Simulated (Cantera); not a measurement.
## Ignition delay

Mixture: 29.4 % CO, 4.41 % H2, 13.0 % O2, 48.8 % N2, 4.41 % H2O, at 0.651 atm, adiabatic and at constant volume. Ignition delay is the time to a rise of 400 K.

Computed with Cantera and GRI-Mech 3.0 (53 species, 325 reactions). Where the delays flatten at high temperature, the 400 K rule measures the pace of heat release, not the induction time.

```json
[
 {"T0 (K)": "1275", "delay (ms)": "0.104"},
 {"T0 (K)": "1325", "delay (ms)": "0.0890"},
 {"T0 (K)": "1375", "delay (ms)": "0.0785"},
 {"T0 (K)": "1425", "delay (ms)": "0.0708"},
 {"T0 (K)": "1475", "delay (ms)": "0.0654"},
 {"T0 (K)": "1525", "delay (ms)": "0.0616"},
 {"T0 (K)": "1575", "delay (ms)": "0.0593"},
 {"T0 (K)": "1625", "delay (ms)": "0.0583"},
 {"T0 (K)": "1675", "delay (ms)": "0.0584"}
]
```
